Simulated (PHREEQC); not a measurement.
Consider water at 25 °C with 0.038 mol H3PO4 per kg of water. Closed to the air; pH follows from the charge balance.

The numbers come from PHREEQC with the ion-association model, wateq4f.dat.

pH: 1.89
ionic strength: 0.0142 mol/kgw
total alkalinity: -38.0 meq/kg

```json
[
 {"species": "H3PO4", "molality": "0.0238", "activity": "0.0239", "log γ": "0.001"},
 {"species": "H+", "molality": "0.0142", "activity": "0.0128", "log γ": "-0.045"},
 {"species": "H2PO4-", "molality": "0.0142", "activity": "0.0127", "log γ": "-0.050"},
 {"species": "HPO4-2", "molality": "9.80e-8", "activity": "6.13e-8", "log γ": "-0.203"}
]
```

Precipitation was switched off in this run. H3PO4, which wateq4f.dat lacks, is added to it with the constant of phreeqc.dat.
